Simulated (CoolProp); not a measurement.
Properties of acetone along the isotherm 485.9 K.

Model: reference Helmholtz-energy equation of state, Lemmon 2006, in CoolProp. It is a short technical equation, of lower accuracy than the large ones.

```json
[
 {"p (MPa)": "5.21", "phase": "liquid", "Z": "0.1473", "cv (kJ/(kg K))": "1.986", "expansivity (1/kK)": "5.667"},
 {"p (MPa)": "10.4", "phase": "liquid", "Z": "0.2712", "cv (kJ/(kg K))": "1.950", "expansivity (1/kK)": "3.318"},
 {"p (MPa)": "15.6", "phase": "liquid", "Z": "0.3887", "cv (kJ/(kg K))": "1.938", "expansivity (1/kK)": "2.571"},
 {"p (MPa)": "20.9", "phase": "liquid", "Z": "0.5038", "cv (kJ/(kg K))": "1.931", "expansivity (1/kK)": "2.165"},
 {"p (MPa)": "26.1", "phase": "liquid", "Z": "0.6133", "cv (kJ/(kg K))": "1.929", "expansivity (1/kK)": "1.909"},
 {"p (MPa)": "31.3", "phase": "liquid", "Z": "0.7202", "cv (kJ/(kg K))": "1.927", "expansivity (1/kK)": "1.726"},
 {"p (MPa)": "36.5", "phase": "liquid", "Z": "0.8249", "cv (kJ/(kg K))": "1.927", "expansivity (1/kK)": "1.587"},
 {"p (MPa)": "41.7", "phase": "liquid", "Z": "0.9276", "cv (kJ/(kg K))": "1.928", "expansivity (1/kK)": "1.477"},
 {"p (MPa)": "46.9", "phase": "liquid", "Z": "1.029", "cv (kJ/(kg K))": "1.929", "expansivity (1/kK)": "1.386"}
]
```
